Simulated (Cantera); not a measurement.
An isothermal, constant-pressure homogeneous reactor starts with 100 % N₂O, at 1225 K and 100.0 Torr.

Computed with Cantera and GRI-Mech 3.0 (53 species, 325 reactions). GRI-Mech 3.0 was tuned for natural gas; its chemistry of N2O as a main component is partial and can be far from experiment. The mechanism lacks the step 2 NO + O2 → 2 NO2, which can matter for NO2 below about 1400 K. The temperature is held fixed by assumption; the heat of reaction is taken as removed at once.

One state of this run: x N₂O = 0.986; x N₂ = 0.00849; x O = 2.66e-6; x O₂ = 0.00398; x NO = 0.00104; x NO₂ = 5.63e-7. x: mole fraction; the columns are a selection and need not sum to one.

Problem. Which value of t (s) does it belong to?
(A) 7.00
(B) 0.00700
(C) 0.0700
(D) 0.221

Solution. C, 0.0700
